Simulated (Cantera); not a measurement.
## Thermodynamics of iron carbonyl, mercury and lead vapours, feed Pb + CO + H2

Input: 1 mol Pb, 0.034 mol CO, 0.41 mol H2, equilibrated at 2.10 bar.

Method: chemical equilibrium by Gibbs-energy minimisation in Cantera with the NASA 1993 tables (ideal gas, pure condensed phases). Candidate condensed phases: C, C6H6, C7H8, C8H18, H2O, Pb, PbO, PbO2, Pb3O4; 113 gas species. The numbers say what is thermodynamically allowed, not how fast it happens.

From 1048 K to 1648 K the condensed part is Pb(l). The main Pb-bearing gas is Pb throughout.

| T (K) | x H2 | x CO | x Pb | x CH4 | x H2O | n Pb(l) |
|---|---|---|---|---|---|---|
| 1048 | 0.881 | 0.0421 | 2.13e-5 | 0.0383 | 0.0362 | 1.000 |
| 1098 | 0.896 | 0.0542 | 5.56e-5 | 0.0248 | 0.0234 | 1.000 |
| 1148 | 0.906 | 0.0624 | 0.000133 | 0.0157 | 0.0149 | 1.000 |
| 1198 | 0.912 | 0.0675 | 0.000297 | 0.0101 | 0.00955 | 1.000 |
| 1248 | 0.916 | 0.0707 | 0.000619 | 0.00656 | 0.00625 | 1.000 |
| 1298 | 0.917 | 0.0726 | 0.00122 | 0.00437 | 0.00419 | 0.999 |
| 1348 | 0.918 | 0.0738 | 0.00227 | 0.00299 | 0.00287 | 0.999 |
| 1398 | 0.917 | 0.0744 | 0.00406 | 0.00208 | 0.00201 | 0.998 |
| 1448 | 0.915 | 0.0747 | 0.00695 | 0.00149 | 0.00144 | 0.997 |
| 1498 | 0.912 | 0.0747 | 0.0115 | 0.00108 | 0.00105 | 0.995 |
| 1548 | 0.906 | 0.0745 | 0.0183 | 0.000794 | 0.000774 | 0.992 |
| 1598 | 0.897 | 0.0739 | 0.0284 | 0.000591 | 0.000579 | 0.987 |
| 1648 | 0.883 | 0.0729 | 0.0428 | 0.000443 | 0.000436 | 0.980 |
x: gas mole fraction; n: condensed amount in mol.
